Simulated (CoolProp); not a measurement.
Vapour-liquid equilibrium of R227EA (1) + isobutane (2) at 5.49 bar; x and y are mole fractions of (1).

Model: multi-fluid Helmholtz-energy mixture model, Lemmon 2016 and Bücker 2006; pair parameters Bell 2016, in CoolProp.

| x | bubble temperature, mixture model (°C) | bubble temperature, Raoult's law (°C) | y, mixture model | y, Raoult's law |
|---|---|---|---|---|
| 0.05 | ___ | 40.6 | 0.158 | 0.065 |
| 0.15 | 29.6 | 39.5 | ___ | 0.189 |
| 0.25 | 26.6 | 38.3 | 0.424 | 0.306 |
| 0.35 | 25.2 | 37.3 | 0.481 | 0.415 |
| 0.45 | 24.4 | 36.2 | 0.525 | 0.519 |
| 0.55 | 24.1 | 35.3 | 0.567 | 0.616 |
| 0.65 | 24.2 | 34.3 | 0.615 | 0.709 |
| 0.75 | ___ | 33.4 | 0.677 | 0.797 |
| 0.85 | 26.3 | 32.5 | 0.767 | 0.881 |
| 0.95 | 29.2 | 31.7 | ___ | 0.961 |

Complete the blanks.


- 0.05, bubble temperature, mixture model (°C): 35.8
- 0.15, y, mixture model: 0.334
- 0.75, bubble temperature, mixture model (°C): 24.8
- 0.95, y, mixture model: 0.904

The largest gap from Raoult's law is -12.1 K in bubble temperature, at x = 0.35. y crosses x between x = 0.55 and 0.65: the model has an azeotrope there.

The pair parameters rest on a limited set of measurements; away from them the model extrapolates.
